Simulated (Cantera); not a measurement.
An adiabatic, constant-volume homogeneous reactor starts with CH₄ : O₂ : N₂ = 1 : 3.77 : 14.2 (molar parts), equivalence ratio 0.53, at 975 K and 1400000 Pa.

Cantera simulation using GRI-Mech 3.0 (53 species, 325 reactions); the numbers are that mechanism's predictions, not measurements. The pressure lies above the range GRI-Mech 3.0 was tuned for (to about 10 atm). Below about 1000 K GRI-Mech 3.0 lacks low-temperature oxidation paths.

**Question.** Predict: time of steepest temperature rise; temperature at 0.200 s; equilibrium temperature; x(O₂) at 0.200 s; x(NO) at 0.200 s; x(H₂) at 0.200 s.

**Answer.** 
| Quantity | Value |
|---|---|
| time of steepest temperature rise | 80.1 ms |
| temperature at 0.200 s | 2346 K |
| equilibrium temperature | 2346 K |
| x(O₂) at 0.200 s | 0.0872 (gas-phase equilibrium 0.0872) |
| x(NO) at 0.200 s | 0.0108 (gas-phase equilibrium 0.0108) |
| x(H₂) at 0.200 s | 0.000164 (gas-phase equilibrium 0.000164) |
